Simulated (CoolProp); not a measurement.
Vapour-liquid equilibrium of R143a (1) + R1234yf (2) at 279.8 K; x and y are mole fractions of (1).

The numbers come from the multi-fluid Helmholtz-energy mixture model, Lemmon and Jacobsen 2000 and Lemmon 2022; pair parameters Bell 2016 in CoolProp.

| x | bubble pressure, mixture model (bar) | bubble pressure, Raoult's law (bar) | y, mixture model | y, Raoult's law |
|---|---|---|---|---|
| 0.05 | ? | 4.117 | 0.090 | 0.092 |
| 0.2 | 4.720 | 4.664 | ? | 0.325 |
| 0.35 | 5.277 | 5.211 | 0.487 | 0.509 |
| 0.5 | 5.818 | 5.759 | ? | 0.658 |
| 0.65 | 6.349 | 6.306 | 0.756 | 0.782 |
| 0.8 | 6.877 | 6.853 | ? | 0.885 |
| 0.95 | 7.405 | 7.400 | ? | 0.973 |

### Question
Some entries are withheld; supply them.

### Answer

- 0.05, bubble pressure, mixture model (bar): 4.137
- 0.2, y, mixture model: 0.313
- 0.5, y, mixture model: 0.632
- 0.8, y, mixture model: 0.867
- 0.95, y, mixture model: 0.968

The largest gap from Raoult's law is +1.3 % in bubble pressure, at x = 0.35. No azeotrope shows between x = 0.05 and 0.95.

The pair parameters rest on a limited set of measurements; away from them the model extrapolates.
